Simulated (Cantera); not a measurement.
# Thermodynamics of carbothermic reduction, feed TiO₂ + CH₄ + H₂

Feed: 1 mol TiO₂, 0.7 mol CH₄, 0.48 mol H₂, equilibrated at 1777 °C.

Method: chemical equilibrium by Gibbs-energy minimisation in Cantera with the NASA 1993 tables (ideal gas, pure condensed phases). Candidate condensed phases: C, C₆H₆, C₇H₈, C₈H₁₈, H₂O, Ti, TiC, TiO, TiO₂, Ti₂O₃, Ti₃O₅, Ti₄O₇; 113 gas species. Mutual solubility and eutectic melting of coexisting phases are not modelled. TiC, TiO: taken at fixed stoichiometry. Condensed phases not in the tables: solid solutions among these carbides, nitrides and lower oxides. The numbers say what is thermodynamically allowed, not how fast it happens.

From 0.000100 bar to 0.100 bar the condensed part is TiO(l) + Ti₂O₃(s). From 1.00 bar to 10.0 bar the condensed part is TiC(s) + Ti₂O₃(s). The main Ti-bearing gas is TiO throughout.

| P (Pa) | log p H₂ | log p CO | log p H | log p TiO | log p H₂O | log p Ti | log p TiO₂ | log p CH₄ | n TiO(l) | n Ti₂O₃(s) | n TiC(s) |
|---|---|---|---|---|---|---|---|---|---|---|---|
| 10 | -4.25 | -4.61 | -4.77 | -5.81 | -7.62 | -7.01 | -7.38 | <-16 | 0.350 | 0.301 | 0 |
| 100 | -3.17 | -3.58 | -4.23 | -5.81 | -6.54 | -7.01 | -7.38 | -13.99 | 0.397 | 0.299 | 0 |
| 1000 | -2.15 | -2.57 | -3.72 | -5.81 | -5.52 | -7.01 | -7.38 | -10.94 | 0.401 | 0.299 | 0 |
| 10000 | -1.14 | -1.57 | -3.21 | -5.81 | -4.51 | -7.01 | -7.38 | -7.92 | 0.402 | 0.299 | 0 |
| 100000 | -0.12 | -0.61 | -2.71 | -5.90 | -3.32 | -7.28 | -7.29 | -5.11 | 0 | 0.460 | 0.0805 |
| 1000000 | 0.88 | 0.39 | -2.21 | -6.10 | -1.92 | -7.88 | -7.10 | -2.51 | 0 | 0.460 | 0.0809 |
log p: log10 of the partial pressure in bar; n: condensed amount in mol.
